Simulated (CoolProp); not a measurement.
The fluoroketone C6F12O (FK-5-1-12) along the isotherm 226.05 °C: Z from the reference equation and from simpler models built on Tc = 168.7 °C, pc = 1.869 MPa, ω = 0.471; each cubic takes its own stable root.

Values from CoolProp's reference Helmholtz-energy equation of state, McLinden 2015.

```
p (MPa)          phase   reference  van der Waals  Soave-Redlich-Kwong
-------  -------------  ----------  -------------  -------------------
1.34               gas      0.8323         0.8177               0.8403
2.67     supercritical      0.6399         0.5391           (withheld)
4.01     supercritical      0.4987         0.4915               0.5675
5.34     supercritical      0.5084         0.5763               0.5810
6.68     supercritical      0.5650         0.6720               0.6331
8.01     supercritical      0.6317     (withheld)               0.6954
9.35     supercritical      0.7022         0.8650               0.7617
10.7     supercritical      0.7741         0.9617               0.8295
12       supercritical  (withheld)     (withheld)               0.8950
13.4     supercritical      0.9180          1.152               0.9654
14.7     supercritical      0.9868          1.243                1.030
16       supercritical  (withheld)          1.333           (withheld)
17.4     supercritical       1.128          1.429                1.164
18.7     supercritical       1.195          1.517                1.228
```

### Question
Some entries are withheld; supply them.

### Answer

- 2.67, Soave-Redlich-Kwong: 0.6697
- 8.01, van der Waals: 0.7683
- 12, reference: 0.8435
- 12, van der Waals: 1.054
- 16, reference: 1.055
- 16, Soave-Redlich-Kwong: 1.095
